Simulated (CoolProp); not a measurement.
Vapour-liquid equilibrium of cyclohexane (1) + n-nonane (2) at 1.13 MPa; x and y are mole fractions of (1).

The numbers come from the multi-fluid Helmholtz-energy mixture model, Zhou 2014 and Lemmon 2006; pair parameters Bell 2016 in CoolProp.

Give the bubble temperature and the first vapour's composition at x = 0.05, 0.65, 0.85. Is there an azeotrope?

x = 0.05: 540.1 K, y = 0.097; x = 0.65: 485.8 K, y = 0.837; x = 0.85: 471.6 K, y = 0.946. No azeotrope shows between x = 0.05 and 0.95.

The pair parameters rest on a limited set of measurements; away from them the model extrapolates.
